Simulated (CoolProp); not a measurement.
Aqueous potassium acetate as a coolant, at 22 °C, 1 atm.

Computed with CoolProp (Melinder's fits for secondary coolants).

```
mass %  freezing point (°C)  viscosity (mPa s)  density (kg/m³)  cp (kJ/(kg K))  conductivity (W/(m K))
------  -------------------  -----------------  ---------------  --------------  ----------------------
5.2                    -2.1         (withheld)             1027           3.985                   0.584
9.1                    -4.1               1.19             1046           3.851                   0.571
13.1                   -6.3               1.32             1065           3.723                   0.557
17.1                   -8.9               1.47             1085      (withheld)                   0.544
21.1                  -12.2               1.64             1107           3.485              (withheld)
25                    -16.2         (withheld)             1128           3.373                   0.518
29                    -21.6               2.10             1151           3.261                   0.506
33                    -28.2               2.43             1174           3.151              (withheld)
37                    -35.9               2.85             1197           3.043                   0.481
40.9                  -44.0               3.37             1219           2.940                   0.469
44.9                  -51.8               4.00             1244           2.839              (withheld)
```

**Question.** Fill in the missing entries.

**Answer.** 
- 5.2, viscosity (mPa s): 1.08
- 17.1, cp (kJ/(kg K)): 3.602
- 21.1, conductivity (W/(m K)): 0.531
- 25, viscosity (mPa s): 1.84
- 33, conductivity (W/(m K)): 0.493
- 44.9, conductivity (W/(m K)): 0.458
